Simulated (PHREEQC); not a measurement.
Solution (10 °C): 0.14 mol NH3, 0.026 mol K2SO4 and 0.0077 mol KH2PO4 per kg of water. Closed to the air; pH follows from the charge balance.

Model: ion-association model, phreeqc.dat, run in PHREEQC.

Question: The ionic strength comes out as 0.0970 mol/kgw. What activity coefficients do PO4-3, OH-, KSO4-, KHPO4-, SO4-2 get?

Answer: PO4-3 0.10, OH- 0.77, KSO4- 0.79, KHPO4- 0.79, SO4-2 0.38.

No solid was allowed to form. Species that the database lacks are ignored. At this temperature some constants are extrapolated from 25 °C, and those without enthalpy data are left unchanged.
